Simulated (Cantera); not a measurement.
Cantera run:

```python
import numpy as np
import cantera as ct

gas_names = [...]  # 118 gases of nasa_gas.yaml made of C, Cl, F, H
cond_names = """
    C(gr) C6H6(L) C7H8(L) C8H18(L),n-octa
""".split()


# ... load() reads the species with a 1 bar reference pressure and builds the phases ...
atoms = {
    'C2F6': {'C': 2, 'F': 6},
    'HCl': {'H': 1, 'CL': 1},
}
top_T = {'C(gr)': 4500}  # K; cautious upper limits of use, not melting points


# ... equilibrate(T, P, feed) seeds the gas with the atoms and calls Mixture.equilibrate('TP', solver="vcs", rtol=1e-11, max_steps=5000) ...
results = []
feed = {'C2F6': 1, 'HCl': 0.092}  # mol
T = 600  # K
P = 1333.22  # Pa
mix = equilibrate(T, P, feed)
results.append((T, P, feed, dict(zip(mix.species_names, mix.species_moles))))
print(gas.report(threshold=0.001))
for i in range(1, mix.n_phases):
    print(f"{mix.phase(i).name:16s} {mix.phase_moles(i):12.5e} mol")
```

It prints:

```
       temperature   600 K
          pressure   1333.2 Pa
           density   0.022705 kg/m^3
  mean mol. weight   84.959 kg/kmol
   phase of matter   gas

                          1 kg             1 kmol
                     ---------------   ---------------
          enthalpy       -1.0141e+07       -8.6155e+08  J
   internal energy       -1.0199e+07       -8.6654e+08  J
           entropy              4065        3.4536e+05  J/K
    Gibbs function        -1.258e+07       -1.0688e+09  J
 heat capacity c_p            982.82             83500  J/K
 heat capacity c_v            884.95             75185  J/K

                      mass frac. Y      mole frac. X     chem. pot. / RT
                     ---------------   ---------------   ---------------
             CCLF3         0.0045525         0.0037027           -187.92
               CF4           0.97072           0.93713           -224.53
               CL2         0.0011438         0.0013706           -38.568
               HCL          0.021977          0.051213           -48.961
                HF         0.0015391         0.0065358           -85.571
     [ +113 minor]        6.4634e-05        4.5234e-05

C(gr)             5.01092e-01 mol
```

Method: chemical equilibrium by Gibbs-energy minimisation in Cantera with the NASA 1993 tables (ideal gas, pure condensed phases). The feed counts by its element totals alone. Condensed phases not in the tables: fluorocarbon polymer. Gases not in the tables: C2F6 and larger saturated fluorocarbons.
